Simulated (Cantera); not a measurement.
What does this Cantera script print?

```python
import numpy as np
import cantera as ct

gas_names = """
    H HNO HNO2 HNO3 HO2 H2 H2O H2O2 N NH NH2 NH3 NH2OH NO NO2 NO3 N2 N2H2 N2H4 N2O O OH O2 O3 Si SiH
    SiH2 SiH3 SiH4 SiN SiO SiO2 Si2 Si2N Si3
""".split()
cond_names = """
    H2O(s) H2O(L) Si(cr) Si(L) SiO2(Lqz) SiO2(hqz) SiO2(L) Si2N2O(s) Si3N4(a)
""".split()


# ... load() reads the species with a 1 bar reference pressure and builds the phases ...
atoms = {
    'Si2H6': {'Si': 2, 'H': 6},
    'H2O': {'H': 2, 'O': 1},
    'N2': {'N': 2},
}
top_T = {'Si2N2O(s)': 2100, 'Si3N4(a)': 2400}  # K; cautious upper limits of use, not melting points


# ... equilibrate(T, P, feed) seeds the gas with the atoms and calls Mixture.equilibrate('TP', solver="vcs", rtol=1e-11, max_steps=5000) ...
results = []
feed = {'Si2H6': 1, 'H2O': 2.3, 'N2': 1}  # mol
P = 1333.22  # Pa
for T in [773, 873, 973, 1073, 1173, 1273, 1373, 1473, 1573, 1673]:
    mix = equilibrate(T, P, feed)
    results.append((T, P, feed, dict(zip(mix.species_names, mix.species_moles))))

top = {s: max(r[3][s] / sum(r[3][g] for g in gas_names) for r in results) for s in gas_names}
cols = sorted((s for s in top if top[s] > 0.001), key=lambda s: -top[s])[:5]
seen = [c for c in cond_names if any(r[3].get(c, 0) > 1e-12 for r in results)]
print("log10 of partial pressures in bar; condensed amounts in mol")
print(f"{'T/K':>10s}" + "".join(f"{s[:9]:>10s}" for s in cols + seen))
for T, P, feed, n in results:
    ng = sum(n[g] for g in gas_names)
    print(f"{T:10.4g}" + "".join(f"{np.log10(max(n[s] / ng * P / 1e5, 1e-99)):10.3f}" for s in cols)
          + "".join(f"{n.get(c, 0):10.4g}" for c in seen))
```

Output:

```
log10 of partial pressures in bar; condensed amounts in mol
       T/K        H2        N2       SiO SiO2(Lqz) SiO2(hqz) Si2N2O(s)
       773    -1.909    -2.997   -21.326    0.8667         0    0.5667
       873    -1.909    -2.997   -17.355         0    0.8666    0.5667
       973    -1.909    -2.997   -14.211         0    0.8666    0.5667
      1073    -1.909    -2.997   -11.661         0    0.8666    0.5667
      1173    -1.909    -2.997    -9.552         0    0.8666    0.5667
      1273    -1.909    -2.997    -7.781         0    0.8665    0.5667
      1373    -1.909    -2.997    -6.273         0    0.8664    0.5667
      1473    -1.910    -2.996    -4.974         0    0.8649    0.5653
      1573    -1.916    -2.983    -3.849         0    0.8458    0.5462
      1673    -1.969    -2.884    -2.892         0    0.6551    0.3557
```

Method: chemical equilibrium by Gibbs-energy minimisation in Cantera with the NASA 1993 tables (ideal gas, pure condensed phases). The feed counts by its element totals alone. N2 is the only nitrogen source here; it is nearly inert below about 1500 K, so the nitride shown seldom forms there in practice. Mutual solubility and eutectic melting of coexisting phases are not modelled. The tables hold silica as quartz up to 1696 K and as liquid above; real silica turns to tridymite and cristobalite and melts near 1996 K.
